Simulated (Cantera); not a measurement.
Mixture: H2 : O2 : N2 = 1 : 0.227 : 0.855 (molar parts), at 4.93 atm, adiabatic and at constant volume. Ignition delay is the time to a rise of 400 K.

Cantera simulation using the H2/O2 subset of GRI-Mech 3.0, which has no nitrogen chemistry; the numbers are that mechanism's predictions, not measurements. The hydrogen kinetics of GRI-Mech 3.0 are dated; newer H2 mechanisms differ, most at raised pressure. Below about 950 K walls govern HO2 and H2O2 in real vessels.

Q: What does this change do: N2 0.855 to 0.65 parts?

A: 
```tsv
quantity	before	after
delay at 898 K	0.116 s	0.106 s
delay at 1098 K	0.460 ms	0.442 ms
delay at 1298 K	7.52 µs	6.76 µs
delay at 1498 K	2.99 µs	2.66 µs
delay at 1698 K	1.73 µs	1.52 µs
```

Q: What does this change do: O2 0.227 to 0.32 parts?

A: 
```
quantity           before     after
---------------  --------  --------
delay at 898 K    0.116 s   0.118 s
delay at 1098 K  0.460 ms  0.452 ms
delay at 1298 K   7.52 µs   5.89 µs
delay at 1498 K   2.99 µs   2.34 µs
delay at 1698 K   1.73 µs   1.34 µs
```
